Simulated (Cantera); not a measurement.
## Transport properties of process gases

Gas mixture: C2H4 : C2H6 = 0.55 : 0.81 (molar parts), at 3900 Pa, frozen composition.

Cantera's kinetic-theory transport with the Lennard-Jones parameters of GRI-Mech 3.0, ideal gas; thermal conductivity in the mixture-averaged form. The composition is frozen, though it would react at the higher temperatures.

```
T (K)  ρ (kg/m³)  cp (J/kg/K)  μ (µPa s)  λ (mW/m/K)     Pr  D (cm²/s) C2H2  D (cm²/s) O  D (cm²/s) H2O
-----  ---------  -----------  ---------  ----------  -----  --------------  -----------  -------------
400       0.0343         2054       12.7        34.8  0.751            5.35         10.3           7.11
600       0.0229         2800       18.1        67.1  0.754            11.3         21.0           15.6
800       0.0172         3358       22.7         101  0.752            18.7         34.3           26.8
1000      0.0137         3798       26.8         135  0.755            27.6         50.1           40.2
1200      0.0114         4129       30.5         167  0.754            37.7         68.0           55.6
1400     0.00980         4387       33.9         198  0.754            49.0         88.0           72.9
1600     0.00858         4586       37.2         226  0.753            61.4          110           91.8
1800     0.00762         4738       40.2         254  0.751            74.8          134            112
```
D: mixture-averaged diffusion coefficient of that species in the mixture.
